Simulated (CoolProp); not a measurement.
A Linde-Hampson liquefier for dry air: isothermal reversible compression at 200 K from 1 atm to 25 MPa, throttling to 1 atm, return gas leaving the recuperator 0 K below the feed. Each further row changes one setting.

Values from CoolProp's reference Helmholtz-energy equation of state, Lemmon 2000. It is a pseudo-pure fit of the blend.

```json
[
 {"case": "as stated", "liquid yield per pass": "[?]", "compression work (kJ/kg of gas)": "295"},
 {"case": "high pressure 50 MPa", "liquid yield per pass": "[?]", "compression work (kJ/kg of gas)": "[?]"},
 {"case": "warm-end temperature 230 K", "liquid yield per pass": "[?]", "compression work (kJ/kg of gas)": "[?]"},
 {"case": "warm-end gap 5 K", "liquid yield per pass": "[?]", "compression work (kJ/kg of gas)": "295"}
]
```

Fill in the missing entries.


- as stated, liquid yield per pass: 0.270
- high pressure 50 MPa, liquid yield per pass: 0.272
- high pressure 50 MPa, compression work (kJ/kg of gas): 340
- warm-end temperature 230 K, liquid yield per pass: 0.192
- warm-end temperature 230 K, compression work (kJ/kg of gas): 351
- warm-end gap 5 K, liquid yield per pass: 0.259
